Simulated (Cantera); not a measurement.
A closed system holds: 1 mol Al, 11 mol O₂, 180 mol N₂, held at 1725 °C and 72.0 Pa.

These are equilibrium values from Cantera (NASA tables, ideal gas, pure condensed phases), not measurements of a reactor. Candidate condensed phases: Al, AlN, Al₂O₃; 16 gas species. Kinetics and transport are ignored.

Base state: N₂ 0.942, O₂ 0.0490, O 0.00544, NO 0.00402 (mole fractions); condensed: Al₂O₃(s).

Q: What changes in the equilibrium state with this change: temperature from 1725 °C to 1602 °C?

A: 
```tsv
species	before	after
N₂	0.942	0.944
O₂	0.0490	0.0514
NO	0.00402	0.00287
O	0.00544	0.00203
Al₂O₃(s), mol	0.500	0.500
```
